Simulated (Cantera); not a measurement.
A Cantera script and what it prints.

```python
import numpy as np
import cantera as ct

gas_names = """
    H HI HO2 H2 H2O H2O2 I I2 O OH O2 O3
""".split()
cond_names = """
    H2O(s) H2O(L) I2(cr) I2(L)
""".split()


def load(file, names, dense=False):
    # The tables refer to 1 bar. Condensed volumes are neglected.
    table = {s.name: s for s in ct.Species.list_from_file(file)}
    out = []
    for n in names:
        d = dict(table[n].input_data)
        d["thermo"] = dict(d["thermo"], **{"reference-pressure": 1e5})
        if dense:
            d["equation-of-state"] = {"model": "constant-volume", "density": "1e6 g/cm^3"}
        out.append(ct.Species.from_dict(d))
    return out


gas = ct.Solution(thermo="ideal-gas", species=load("nasa_gas.yaml", gas_names))
cond = {s.name: ct.Solution(thermo="fixed-stoichiometry", species=[s], name=s.name)
        for s in load("nasa_condensed.yaml", cond_names, dense=True)}
atoms = {
    'HI': {'H': 1, 'I': 1},
    'H2O': {'H': 2, 'O': 1},
}
top_T = {}  # K; cautious upper limits of use, not melting points


def equilibrate(T, P, feed):
    n = {}
    for name, mol in feed.items():
        for a, k in atoms[name].items():
            n[a] = n.get(a, 0.0) + k * mol
    gas.TPX = T, P, n
    mass = sum(n.values()) * gas.mean_molecular_weight
    gas.equilibrate("TP")
    valid = [c for c in cond.values() if c.min_temp <= T <= top_T.get(c.name, c.max_temp)]
    mix = ct.Mixture([(gas, mass / gas.mean_molecular_weight)] + [(c, 0.0) for c in valid])
    mix.T, mix.P = T, P
    mix.equilibrate("TP", solver="vcs", rtol=1e-11, max_steps=5000)
    return mix


results = []
feed = {'HI': 1, 'H2O': 0.56}  # mol
T = 2575  # K
for P in [10, 65, 420, 2700, 17000, 110000, 720000, 4700000, 30000000]:
    mix = equilibrate(T, P, feed)
    results.append((T, P, feed, dict(zip(mix.species_names, mix.species_moles))))
    x = sorted(zip(gas.X, gas.species_names), reverse=True)
    print(f"T = {T:g} K  P = {P:g} Pa  gas = {mix.phase_moles(0):.4g} mol")
    print("   x: " + "  ".join(f"{s} {v:.3e}" for v, s in x if v > 1e-06))
    print("   condensed (mol): " + ("  ".join(f"{mix.phase(i).name} {mix.phase_moles(i):.4g}"
          for i in range(1, mix.n_phases) if mix.phase_moles(i) > 1e-12) or "none"))
```

Output:

```
T = 2575 K  P = 10 Pa  gas = 3.531 mol
   x: H 5.385e-01  I 2.831e-01  O 1.382e-01  H2 2.417e-02  OH 9.550e-03  O2 4.439e-03  H2O 1.903e-03  HI 8.329e-05
   condensed (mol): none
T = 2575 K  P = 65 Pa  gas = 3.065 mol
   x: H 4.120e-01  I 3.258e-01  O 9.300e-02  H2 9.199e-02  OH 3.195e-02  H2O 3.166e-02  O2 1.306e-02  HI 4.768e-04
   condensed (mol): none
T = 2575 K  P = 420 Pa  gas = 2.486 mol
   x: I 4.003e-01  H 2.175e-01  H2 1.656e-01  H2O 1.316e-01  OH 3.893e-02  O 3.322e-02  O2 1.077e-02  HI 1.998e-03  I2 2.364e-06
   condensed (mol): none
T = 2575 K  P = 2700 Pa  gas = 2.205 mol
   x: I 4.472e-01  H2O 2.177e-01  H2 2.011e-01  H 9.454e-02  OH 2.305e-02  O 7.038e-03  HI 6.237e-03  O2 3.107e-03  I2 1.897e-05
   condensed (mol): none
T = 2575 K  P = 17000 Pa  gas = 2.098 mol
   x: I 4.597e-01  H2O 2.543e-01  H2 2.179e-01  H 3.921e-02  HI 1.674e-02  OH 1.031e-02  O 1.206e-03  O2 5.739e-04  I2 1.262e-04
   condensed (mol): none
T = 2575 K  P = 110000 Pa  gas = 2.037 mol
   x: I 4.478e-01  H2O 2.703e-01  H2 2.195e-01  HI 4.164e-02  H 1.547e-02  OH 4.292e-03  I2 7.747e-04  O 1.966e-04  O2 9.874e-05
   condensed (mol): none
T = 2575 K  P = 720000 Pa  gas = 1.967 mol
   x: I 4.064e-01  H2O 2.828e-01  H2 2.054e-01  HI 9.353e-02  H 5.851e-03  I2 4.177e-03  OH 1.814e-03  O 3.357e-05  O2 1.885e-05
   condensed (mol): none
T = 2575 K  P = 4.7e+06 Pa  gas = 1.865 mol
   x: I 3.240e-01  H2O 2.995e-01  H2 1.787e-01  HI 1.776e-01  I2 1.732e-02  H 2.135e-03  OH 8.064e-04  O 6.263e-06  O2 4.283e-06
   condensed (mol): none
T = 2575 K  P = 3e+07 Pa  gas = 1.745 mol
   x: H2O 3.206e-01  HI 2.690e-01  I 2.106e-01  H2 1.519e-01  I2 4.675e-02  H 7.793e-04  OH 3.706e-04  O 1.236e-06  O2 1.064e-06
   condensed (mol): none
```

Equilibrium computed with Cantera from the NASA thermochemical tables; the gas is ideal and each condensed phase is pure. The ideal-gas law is rough above about 30 bar.
